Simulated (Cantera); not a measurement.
Cantera run:

```python
import numpy as np
import cantera as ct

gas_names = """
    CL CL2 H HCL H2 Si SiCL SiCL2 SiCL3 SiCL4 SiH SiHCL3 SiH2 SiH2CL2 SiH3 SiH3CL SiH4 Si2 Si3
""".split()
cond_names = """
    Si(cr) Si(L)
""".split()


# ... load() reads the species with a 1 bar reference pressure and builds the phases ...
atoms = {
    'SiH4': {'Si': 1, 'H': 4},
    'Cl2': {'CL': 2},
    'H2': {'H': 2},
}
top_T = {}  # K; cautious upper limits of use, not melting points


# ... equilibrate(T, P, feed) seeds the gas with the atoms and calls Mixture.equilibrate('TP', solver="vcs", rtol=1e-11, max_steps=5000) ...
results = []
feed = {'SiH4': 1, 'Cl2': 0.21, 'H2': 24}  # mol
P = 57000  # Pa
for T in [925, 950, 975, 1000, 1025, 1050, 1075, 1100, 1125, 1150, 1175, 1200, 1225]:
    mix = equilibrate(T, P, feed)
    results.append((T, P, feed, dict(zip(mix.species_names, mix.species_moles))))

top = {s: max(r[3][s] / sum(r[3][g] for g in gas_names) for r in results) for s in gas_names}
cols = sorted((s for s in top if top[s] > 1e-05), key=lambda s: -top[s])[:9]
seen = [c for c in cond_names if any(r[3].get(c, 0) > 1e-12 for r in results)]
print("log10 of partial pressures in bar; condensed amounts in mol")
print(f"{'T/K':>10s}" + "".join(f"{s[:9]:>10s}" for s in cols + seen))
for T, P, feed, n in results:
    ng = sum(n[g] for g in gas_names)
    print(f"{T:10.4g}" + "".join(f"{np.log10(max(n[s] / ng * P / 1e5, 1e-99)):10.3f}" for s in cols)
          + "".join(f"{n.get(c, 0):10.4g}" for c in seen))
```

It prints:

```
log10 of partial pressures in bar; condensed amounts in mol
       T/K        H2       HCL    SiHCL3     SiCL4     SiCL2   SiH2CL2     SiCL3    SiH3CL    Si(cr)
       925    -0.247    -2.855    -2.891    -3.059    -5.303    -3.731    -4.980    -5.178    0.8916
       950    -0.247    -2.756    -2.912    -3.082    -5.079    -3.736    -4.843    -5.163    0.8963
       975    -0.247    -2.663    -2.939    -3.112    -4.872    -3.745    -4.718    -5.150    0.9018
      1000    -0.248    -2.578    -2.970    -3.149    -4.679    -3.759    -4.606    -5.140     0.908
      1025    -0.248    -2.500    -3.008    -3.194    -4.501    -3.776    -4.507    -5.133    0.9148
      1050    -0.248    -2.429    -3.053    -3.250    -4.338    -3.800    -4.423    -5.130    0.9222
      1075    -0.249    -2.364    -3.107    -3.317    -4.190    -3.829    -4.353    -5.131    0.9299
      1100    -0.249    -2.307    -3.171    -3.398    -4.057    -3.865    -4.299    -5.136    0.9378
      1125    -0.249    -2.258    -3.247    -3.495    -3.940    -3.910    -4.263    -5.146    0.9456
      1150    -0.250    -2.215    -3.335    -3.609    -3.839    -3.963    -4.243    -5.160    0.9529
      1175    -0.250    -2.181    -3.436    -3.740    -3.753    -4.025    -4.241    -5.180    0.9594
      1200    -0.250    -2.153    -3.550    -3.888    -3.683    -4.095    -4.257    -5.204     0.965
      1225    -0.250    -2.132    -3.675    -4.051    -3.626    -4.174    -4.287    -5.232    0.9696
```

Cantera equilibrium calculation (NASA polynomials, part measured and part estimated; ideal gas, pure solids and liquids). The tables' values for SiCl3 are old estimates; treat these amounts as uncertain.
